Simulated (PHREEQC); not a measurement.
Solution (25 °C): 0.0029 mol H2SO4, 0.00083 mol Al2(SO4)3 and 0.0069 mol Na2SO4 per kg of water. Closed to the air; pH follows from the charge balance.

Computed with PHREEQC (ion-association model, phreeqc.dat).

Each row changes one thing in this solution. This is a speciation only: nothing precipitates in the calculation.

```csv
case,pH,ionic strength (mol/kgw),SO4-2 (mol/kgw),HSO4- (mol/kgw),NaSO4- (mol/kgw)
as made,2.46,0.0287,0.00856,0.00182,0.000309
Al2(SO4)3 left out,2.45,0.0254,0.00777,0.00174,0.000289
Na2SO4 from 0.0069 to 0.0138 mol/kgw,2.53,0.0468,0.0142,0.00234,0.000892
Na2SO4 from 0.0069 to 0.0103 mol/kgw,2.50,0.0376,0.0114,0.00211,0.000567
diluted 100-fold with water,4.24,0.000393,0.000119,6.29e-7,7.51e-8
```

Species that the database lacks are ignored.
